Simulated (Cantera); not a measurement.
A Cantera script and its output.

```python
import numpy as np
import cantera as ct

gas = ct.Solution("gri30.yaml")
gas.TPX = 1750, 91000, {'CH4': 1, 'CO2': 2.6}
inlet = ct.Reservoir(gas, clone=True)

reactor = ct.IdealGasConstPressureReactor(gas, energy="off", clone=False)
exhaust = ct.Reservoir(gas, clone=True)
tau = [0.69, 0.29, 0.12, 0.05, 0.021, 0.0088, 0.0037][0]
for a, b in ((inlet, reactor), (reactor, exhaust)):
    ct.MassFlowController(a, b, mdot=lambda t: reactor.mass / tau)
net = ct.ReactorNet([reactor])
show = ['CH4', 'CO2', 'CH2', 'HCO', 'OH']

rows = []
print(f"{'tau/s':>10s}{'T/K':>9s}" + "".join(f"{s:>11s}" for s in show))
for tau in [0.69, 0.29, 0.12, 0.05, 0.021, 0.0088, 0.0037]:
    net.initial_time = 0.0
    net.advance(30 * tau)
    before = gas.X
    net.advance(40 * tau)
    drift = np.max(np.abs(gas.X - before) / (gas.X + 1e-9))
    rows.append([gas.T, *gas[show].X, drift])
    print(f"{tau:10.3e}{gas.T:9.1f}" + "".join(f"{x:11.3e}" for x in gas[show].X))
```

Result:

```
     tau/s      T/K        CH4        CO2        CH2        HCO         OH
 6.900e-01   1750.0  1.248e-02  1.663e-01  1.219e-07  3.177e-08  6.487e-06
 2.900e-01   1750.0  1.827e-02  2.001e-01  2.085e-07  3.169e-08  7.293e-06
 1.200e-01   1750.0  2.690e-02  2.501e-01  3.316e-07  3.426e-08  7.999e-06
 5.000e-02   1750.0  4.145e-02  3.181e-01  4.545e-07  4.093e-08  7.938e-06
 2.100e-02   1750.0  6.808e-02  4.068e-01  5.080e-07  5.092e-08  6.550e-06
 8.800e-03   1750.0  1.112e-01  5.116e-01  4.936e-07  6.365e-08  4.353e-06
 3.700e-03   1750.0  1.620e-01  6.056e-01  4.926e-07  7.918e-08  2.533e-06
```

Model: GRI-Mech 3.0 (53 species, 325 reactions), integrated in Cantera.
